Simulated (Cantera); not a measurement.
Charge: 1 mol SiC, a varied amount of CO2, 8 mol H2, at 1650 K and 4280 Torr.

Points: n(CO2) (mol) = 0.012, 0.022, 0.039, 0.071, 0.13, 0.23, 0.41, 0.74, 1.3, 2.4, 4.3.

Cantera's Mixture.equilibrate('TP', solver="vcs", rtol=1e-11, max_steps=5000) on the NASA tables stopped like this:

```
ERROR: FAILURE its = 5001!

*******************************************************************************
CanteraError thrown by MultiPhase::equilibrate:
VCS solver failed. Return code: -1
*******************************************************************************
```

Task: What got this run through?

Result: This is not unique; one that fits is The failure is numerical, not chemical. The same input converged with solver="gibbs", rtol=1e-10, max_steps=50000, and the result passed a check of the equilibrium conditions:
```
log10 of partial pressures in bar; condensed amounts in mol
    n(CO2)        H2        CO       H2O       CO2       CH4     C(gr)    SiC(b) SiO2(hqz)
     0.012     0.755    -2.073    -3.597    -6.931    -2.280         0    0.9927  0.004502
     0.022     0.754    -1.797    -3.505    -6.563    -2.098         0    0.9883  0.009449
     0.039     0.753    -1.534    -3.419    -6.212    -1.925         0     0.981   0.01721
     0.071     0.750    -1.259    -3.330    -5.845    -1.746         0    0.9675   0.03097
      0.13     0.746    -0.984    -3.243    -5.479    -1.572         0    0.9437   0.05511
      0.23     0.738    -0.729    -3.165    -5.139    -1.417         0    0.9046   0.09438
      0.41     0.737    -0.703    -3.158    -5.105    -1.402    0.3328     0.733     0.266
      0.74     0.737    -0.703    -3.158    -5.105    -1.402    0.9928     0.403     0.596
       1.3     0.721    -0.399    -2.869    -4.496    -1.434     1.645         0    0.9995
       2.4     0.622     0.170    -2.399    -3.358    -1.632    0.5632         0    0.9998
       4.3     0.473     0.336    -0.343    -0.987    -3.969         0         0         1
```

The gas is ideal and each condensed phase is pure. Mutual solubility and eutectic melting of coexisting phases are not modelled. The tables hold silica as quartz up to 1696 K and as liquid above; real silica turns to tridymite and cristobalite and melts near 1996 K. Gases not in the tables: Si(OH)4.
